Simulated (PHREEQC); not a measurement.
A made-up water analysis in mg/L, 20 °C, pH 6.49, pe 1.8:

```
constituent             mg/L
------------------  --------
Na                   0.00646
K                    0.00604
Ca                    0.0127
Mg                  0.000355
Cl                   0.00783
S(6) as SO4           0.0199
Alkalinity as HCO3    0.0308
Fe(2)               0.000394
N(-3) as NH4        6.19e-05
B                   1.38e-05
Mn(2)               7.75e-05
```

Na is adjusted to close the charge balance.
Valence states are taken as typed.

The numbers come from PHREEQC with the ion-association model, phreeqc.dat.

```yaml
ionic_strength: 2.01e-6 mol/kgw
```

| species | molality | activity | log γ |
|---|---|---|---|
| HCO3- | 8.07e-7 | 8.06e-7 | -0.001 |
| CO2 | 6.28e-7 | 6.28e-7 | 0.000 |
| H+ | 3.24e-7 | 3.24e-7 | -0.001 |
| Ca+2 | 3.17e-7 | 3.15e-7 | -0.003 |
| Na+ | 3.02e-7 | 3.02e-7 | -0.001 |
| Cl- | 2.21e-7 | 2.20e-7 | -0.001 |
| SO4-2 | 2.07e-7 | 2.06e-7 | -0.003 |
| K+ | 1.54e-7 | 1.54e-7 | -0.001 |
| OH- | 2.12e-8 | 2.12e-8 | -0.001 |
| Mg+2 | 1.46e-8 | 1.45e-8 | -0.003 |
| Fe+2 | 7.05e-9 | 7.00e-9 | -0.003 |

Precipitation was switched off in this run. Species that the database lacks are ignored.
